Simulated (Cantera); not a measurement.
## Adiabatic ignition

An adiabatic, constant-pressure homogeneous reactor starts with CH₄ : O₂ : N₂ = 1 : 2.86 : 10.7 (molar parts), at 1575 K and 94000 Pa.

Cantera simulation using GRI-Mech 3.0 (53 species, 325 reactions); the numbers are that mechanism's predictions, not measurements.

```csv
t (s),T (K),x CH₄,x O₂,x CH₂,x CO₂,x C₂H₄
3.00e-6,1575,0.0687,0.196,<1e-12,1.27e-12,1.27e-12
1.30e-5,1575,0.0687,0.196,2.29e-12,5.62e-11,2.58e-10
5.63e-5,1575,0.0686,0.196,5.59e-11,4.67e-9,4.21e-8
0.000244,1576,0.0679,0.196,6.58e-9,1.72e-6,1.79e-5
0.00106,2636,<1e-12,0.0610,<1e-12,0.0503,<1e-12
0.00458,2637,<1e-12,0.0574,<1e-12,0.0510,<1e-12
0.0199,2631,<1e-12,0.0551,<1e-12,0.0511,<1e-12
0.0860,2631,<1e-12,0.0551,<1e-12,0.0511,<1e-12
0.373,2631,<1e-12,0.0551,<1e-12,0.0511,<1e-12
1.62,2631,<1e-12,0.0551,<1e-12,0.0511,<1e-12
7.00,2631,<1e-12,0.0551,<1e-12,0.0511,<1e-12
```
x: mole fraction; the columns are a selection and need not sum to one.

* **time of steepest temperature rise**: 0.555 ms
* **temperature at 7.00 s**: 2631 K
* **equilibrium temperature**: 2631 K
* **x(CH₄) at 7.00 s**: <1e-12 (gas-phase equilibrium <1e-12)
* **x(O₂) at 7.00 s**: 0.0551 (gas-phase equilibrium 0.0551)
* **x(CH₂) at 7.00 s**: <1e-12 (gas-phase equilibrium <1e-12)
